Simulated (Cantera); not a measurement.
Charge: 1 mol Si(CH3)4, 0.2 mol C3H8, 48 mol H2, at 2500 K and 0.980 bar.

These are equilibrium values from Cantera (NASA tables, ideal gas, pure condensed phases), not measurements of a reactor. Candidate condensed phases: C, C6H6, C7H8, C8H18, Si, SiC; 87 gas species. Gases not in the tables: Si2H6 and higher silanes. Rates play no part.

Base state: H2 0.962, H 0.0249, C2H2 (acetylene) 0.0104, Si 0.00116, SiC2 0.000301, SiH 0.000298, SiH2 0.000236, Si2C 0.000166 (mole fractions); condensed: C(graphite) + SiC(s).

Q: What changes in the equilibrium state with this change: Si(CH3)4 replaced by SiCl4?

A: 
| species | before | after |
|---|---|---|
| H2 | 0.962 | 0.897 |
| HCl | 0 | 0.0659 |
| H | 0.0249 | 0.0240 |
| C2H2 (acetylene) | 0.0104 | 0.00134 |
| SiCl2 | 0 | 0.00461 |
| Cl | 0 | 0.00125 |
| SiCl | 0 | 0.000925 |
| SiCl3 | 0 | 1.81e-5 |
| C4H2 | 4.65e-5 | 8.27e-7 |
| C2H | 1.94e-5 | 2.58e-6 |
| C(graphite), mol | 2.50 | 0 |
| SiC(s), mol | 0.870 | 0.423 |
The tables' values for SiCl, SiCl3 are old estimates; treat these amounts as uncertain.

Q: What changes in the equilibrium state with this change: Si(CH3)4 replaced by CH3SiCl3?

A: 
```
species            before     after
----------------  -------  --------
H2                  0.962     0.910
HCl                     0    0.0532
H                  0.0249    0.0242
C2H2 (acetylene)   0.0104   0.00730
Si                0.00116   0.00135
SiCl2                   0   0.00127
Cl                      0   0.00100
SiCl                    0  0.000320
C(graphite), mol     2.50         0
SiC(s), mol         0.870     0.779
```
The feed counts by its element totals alone. The tables' values for SiCl are old estimates; treat these amounts as uncertain.
